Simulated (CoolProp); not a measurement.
A single-stage vapour-compression cycle with chloromethane (R40): evaporating at 278.15 K (dew point), condensing at 315.15 K (bubble point), superheat 0 K, subcooling 2 K, compressor efficiency 0.65, no pressure losses. Each further row changes one setting.

Computed with CoolProp (reference Helmholtz-energy equation of state, Thol 2014).

| case | cooling COP | pressure ratio | discharge temperature (K) | refrigerating effect (kJ/kg) | volumetric capacity (kJ/m³) |
|---|---|---|---|---|---|
| as stated | 4.29 | 2.98 | 375.0 | 340 | 2470 |
| evaporating temperature 283.15 K | 5.14 | 2.53 | 365.1 | 343 | 2910 |
| condensing temperature 310.15 K | 5.06 | 2.62 | 362.8 | 349 | 2530 |
| subcooling 7 K | 4.40 | 2.98 | 375.0 | 349 | 2530 |
| superheat 10 K | 4.22 | 2.98 | 387.7 | 350 | 2420 |
| compressor efficiency 0.55 | 3.63 | 2.98 | 388.9 | 340 | 2470 |
